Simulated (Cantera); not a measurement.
Input: 1 mol SiH2Cl2, 17 mol N2, 0.13 mol H2, at 1700 K and 0.133 bar.

Method: chemical equilibrium by Gibbs-energy minimisation in Cantera with the NASA 1993 tables (ideal gas, pure condensed phases). Candidate condensed phases: NH4Cl, Si, Si3N4; 28 gas species. The tables' values for SiCl3 are old estimates; treat these amounts as uncertain. Rates play no part.

Base state: N2 0.888, HCl 0.0574, H2 0.0316, SiCl2 0.0209, SiCl3 0.00198, SiCl4 0.000370, Cl 0.000101, H 7.17e-5 (mole fractions); condensed: Si3N4(s).

Task: What changes in the equilibrium state with this change: temperature from 1700 K to 848.15 K?

Result: 
| species | before | after |
|---|---|---|
| N2 | 0.888 | 0.894 |
| HCl | 0.0574 | 0.0683 |
| H2 | 0.0316 | 0.0273 |
| SiCl2 | 0.0209 | <1e-9 |
| SiCl4 | 0.000370 | 0.0101 |
| Cl | 0.000101 | <1e-9 |
| H | 7.17e-5 | <1e-9 |
| SiCl3 | 0.00198 | 1.88e-7 |
| SiHCl3 | 3.94e-5 | 6.55e-6 |
| Si3N4(s), mol | 0.188 | 0.271 |
N2 is the only nitrogen source here; it is nearly inert below about 1500 K, so the nitride shown seldom forms there in practice.
